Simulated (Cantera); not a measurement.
## Low-pressure radical oxidation in H2/O2

An isothermal, constant-pressure homogeneous reactor starts with H2 : O2 : N2 = 0.0054 : 1 : 1.4 (molar parts), at 1450 K and 0.00150 bar.

Detailed kinetics in Cantera: GRI-Mech 3.0 (53 species, 325 reactions). Radical loss at walls, strong at low pressure, is not modelled.

| t (s) | x H2 | x O2 | x HO2 | x H2O | x OH | x H |
|---|---|---|---|---|---|---|
| 2.00e-5 | 0.00224 | 0.416 | 9.58e-11 | <1e-12 | 2.66e-12 | 9.31e-11 |
| 0.000100 | 0.00224 | 0.416 | 4.80e-10 | <1e-12 | 6.16e-11 | 4.19e-10 |
| 0.000502 | 0.00224 | 0.416 | 2.40e-9 | 2.24e-11 | 1.11e-9 | 1.31e-9 |
| 0.00252 | 0.00224 | 0.416 | 1.20e-8 | 1.29e-9 | 1.09e-8 | 2.20e-9 |
| 0.0126 | 0.00224 | 0.416 | 5.96e-8 | 5.51e-8 | 1.00e-7 | 7.02e-9 |
| 0.0632 | 0.00222 | 0.416 | 2.59e-7 | 1.73e-5 | 1.47e-5 | 8.00e-7 |
| 0.317 | 4.79e-6 | 0.414 | 1.00e-8 | 0.00206 | 0.000335 | 3.23e-5 |
| 1.59 | 4.71e-6 | 0.414 | 1.00e-8 | 0.00206 | 0.000334 | 3.19e-5 |
| 7.96 | 4.55e-6 | 0.414 | 9.84e-9 | 0.00206 | 0.000328 | 3.03e-5 |
| 39.9 | 3.87e-6 | 0.414 | 9.10e-9 | 0.00208 | 0.000303 | 2.35e-5 |
| 200 | 1.99e-6 | 0.414 | 6.77e-9 | 0.00213 | 0.000217 | 8.44e-6 |
x: mole fraction; the columns are a selection and need not sum to one.

Equilibrium at this temperature and pressure: H2 8.51e-8, O2 0.414, HO2 6.56e-9, H2O 0.00222, OH 4.49e-5, H 7.17e-8 (gas phase only).
